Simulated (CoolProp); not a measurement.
Values from CoolProp's reference Helmholtz-energy equation of state, Lemmon 2005.

Question: For R125, give the phase and the speed of sound (m/s), viscosity (µPa s), conductivity (mW/(m K)) at 48.95 °C and 0.0131 MPa; 205.05 °C and 0.023 MPa; 76.75 °C and 0.678 MPa.

Answer: 
- 48.95 °C and 0.0131 MPa: gas; speed of sound 156, viscosity 14.0, conductivity 15.8
- 205.05 °C and 0.023 MPa: gas; speed of sound 188, viscosity 19.9, conductivity 28.9
- 76.75 °C and 0.678 MPa: gas; speed of sound 154, viscosity 15.3, conductivity 18.3

Viscosity comes from a separate model (Huber 2006). Thermal conductivity comes from a separate model (Perkins 2006).
